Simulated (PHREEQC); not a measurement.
Make-up at 25 °C: 0.058 mol/kgw MgCl2, 0.00031 mol/kgw HBr and 0.0065 mol/kgw Pb(NO3)2. It is in equilibrium with CO2 at log p = -1 (atm). Otherwise closed; pH follows from the charge balance.

Model: ion-association model, wateq4f.dat, run in PHREEQC.

No solid was allowed to form.

Question: Order these Pb species by the share of Pb that they hold, largest first: PbCl3-, PbCl2, Pb+2, PbNO3+, PbCl+.

Answer: PbCl+ (53 %), Pb+2 (39 %), PbCl2 (4.8 %), PbNO3+ (2.2 %), PbCl3- (0.43 %)

The pH is 3.58 and the ionic strength 0.186 mol/kgw.
